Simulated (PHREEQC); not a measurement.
A column of 0.1 m (30 cells, dispersivity 0.005 m, 60 s a shift, diffusion coefficient 3e-10 m²/s) holds 0.08 eq of the database's cation exchanger X per kg of pore water, first in equilibrium with 0.035 mol/kgw MgSO4, 0.056 mol/kgw LiCl, 0.0005 mol/kgw NaCl and 1e-05 mol/kgw HCl. It is flushed with 6.6 mmol/kgw (NH4)2SO4, 66 mmol/kgw MnCl2 and 0.01 mmol/kgw HCl, at 40 °C. Values are for the last cell. The system is closed to CO2. No solid was allowed to form.

Equilibrium calculation in PHREEQC: ion-association model, phreeqc.dat.

| pore volumes | Mn in solution (mol/kgw) | NH4 in solution (mol/kgw) | Li in solution (mol/kgw) |
|---|---|---|---|
| 0 | 0 | 0 | 0.0560 |
| 0.4167 | 1.84e-7 | [?] | 0.0560 |
| 0.8167 | [?] | 0.000212 | 0.0501 |
| 1.217 | 0.0211 | 0.00294 | [?] |
| 1.617 | 0.0427 | 0.00714 | 0.00673 |
| 2.017 | 0.0550 | 0.0101 | 0.00160 |
| 2.417 | [?] | 0.0118 | 0.000343 |
| 2.817 | 0.0638 | 0.0126 | 6.96e-5 |
| 3.217 | 0.0651 | 0.0129 | [?] |
| 3.617 | [?] | 0.0131 | 2.62e-6 |
| 4.017 | 0.0658 | 0.0132 | 4.95e-7 |

Q: Fill in the missing entries.

A: 
- 0.4167, NH4 in solution (mol/kgw): 1.58e-8
- 0.8167, Mn in solution (mol/kgw): 0.00191
- 1.217, Li in solution (mol/kgw): 0.0232
- 2.417, Mn in solution (mol/kgw): 0.0610
- 3.217, Li in solution (mol/kgw): 1.36e-5
- 3.617, Mn in solution (mol/kgw): 0.0656

Species that the database lacks are ignored. At this temperature some constants are extrapolated from 25 °C, and those without enthalpy data are left unchanged.
